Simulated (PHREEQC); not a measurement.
A solution holds 0.0021 mol/kgw KH2PO4, 4e-05 mol/kgw NaOH and 3.5e-05 mol/kgw NaCl, at 60 °C. Closed to the air; pH follows from the charge balance.

All values are PHREEQC results (ion-association model, phreeqc.dat), not measurements.

```csv
quantity,before,after
pH,5.41,4.95
ionic strength (mol/kgw),0.00222,0.00216
HPO4-2 (mol/kgw),4.56e-5,1.63e-5
H3PO4 (mol/kgw),1.63e-6,4.68e-6
KHPO4- (mol/kgw),1.50e-7,5.37e-8
NaHPO4- (mol/kgw),5.35e-9,8.95e-10
SI of Sylvite (KCl),-8.24,-8.24
SI of Halite (NaCl),-10.22,-10.55
```

Problem. What was changed between the two runs?
A. diluted 5-fold with water
B. temperature from 60 to 70 °C
C. NaOH left out
D. temperature from 60 to 30 °C

Solution. C, NaOH left out

Precipitation was switched off in this run. At this temperature some constants are extrapolated from 25 °C, and those without enthalpy data are left unchanged.
